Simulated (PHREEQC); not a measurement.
PHREEQC input (ion-association model, wateq4f.dat):

```
SOLUTION_MASTER_SPECIES
  An  An-  0  An  62.0  # stands for a non-complexing anion
SOLUTION_SPECIES
  An- = An-
    -log_k 0
    -gamma 3.0 0
PHASES
  Fix_H+
    H+ = H+
    -log_k 0
SOLUTION 1
  temp 25
  units mmol/kgw
  pH 7 charge
  Na 100
  An 100
END
SELECTED_OUTPUT 1
  -reset false
  -pH true
  -pe true
  -ionic_strength true
  -water true
  -totals Na
  -molalities Hfo_wOH Hfo_wOH2+ Hfo_wO- Hfo_sOH Hfo_sOH2+ Hfo_sO-
USER_PUNCH 1
  -headings sigma psi
  10 PUNCH EDL("sigma", "Hfo"), EDL("psi", "Hfo")
PRINT
  -reset false
USE solution 1
SURFACE 1
  Hfo_wOH 0.000337079 600 0.15
  Hfo_sOH 8.42697e-06
EQUILIBRIUM_PHASES 1
  Fix_H+ -4 HAn 10
    -force_equality true
  O2(g) -0.68 10
END
# ... the last block is repeated for the other 12 points of pH, with NaOH or the acid as the point needs
```

Selected output (columns that matter, 13 of 13 rows; pH added in front):

```
pH	mu	Na	m_Hfo_wOH	m_Hfo_wOH2+	m_Hfo_wO-	m_Hfo_sOH	m_Hfo_sOH2+	m_Hfo_sO-	sigma	psi
4	0.10027	0.1	4.4937e-05	0.00029198	1.5844e-07	1.1234e-06	7.2996e-06	3.9609e-09	0.3207	0.14654
4.5	0.10017	0.1	8.7696e-05	0.00024867	7.0848e-07	2.1924e-06	6.2169e-06	1.7712e-08	0.2725	0.13827
5	0.10011	0.1	0.00013742	0.00019747	2.1907e-06	3.4354e-06	4.9368e-06	5.4767e-08	0.2146	0.12615
5.5	0.10008	0.1	0.00018241	0.00014958	5.0959e-06	4.5602e-06	3.7394e-06	1.274e-07	0.15878	0.11099
6	0.10005	0.1	0.0002164	0.00011102	9.6634e-06	5.41e-06	2.7754e-06	2.4158e-07	0.11138	0.093459
6.5	0.10003	0.1	0.0002385	8.2849e-05	1.5729e-05	5.9625e-06	2.0712e-06	3.9322e-07	0.073762	0.073898
7	0.10002	0.1	0.00025088	6.3488e-05	2.2711e-05	6.272e-06	1.5872e-06	5.6778e-07	0.044812	0.052458
7.5	0.10001	0.1	0.00025673	5.0375e-05	2.9974e-05	6.4183e-06	1.2594e-06	7.4934e-07	0.02242	0.029416
8	0.1	0.1	0.00025869	4.0955e-05	3.7433e-05	6.4673e-06	1.0239e-06	9.3582e-07	0.0038712	0.0053519
8.5	0.10001	0.10002	0.00025796	3.3205e-05	4.5911e-05	6.4491e-06	8.3012e-07	1.1478e-06	-0.013964	-0.018909
9	0.10003	0.10005	0.00025407	2.5895e-05	5.7108e-05	6.3519e-06	6.4739e-07	1.4277e-06	-0.034302	-0.042489
9.5	0.10007	0.1001	0.00024496	1.8729e-05	7.3394e-05	6.1239e-06	4.6823e-07	1.8348e-06	-0.060074	-0.064683
10	0.10018	0.10022	0.00022748	1.2168e-05	9.7428e-05	5.6871e-06	3.042e-07	2.4357e-06	-0.093697	-0.085082
```

Complexes and solids missing from the database can't appear.
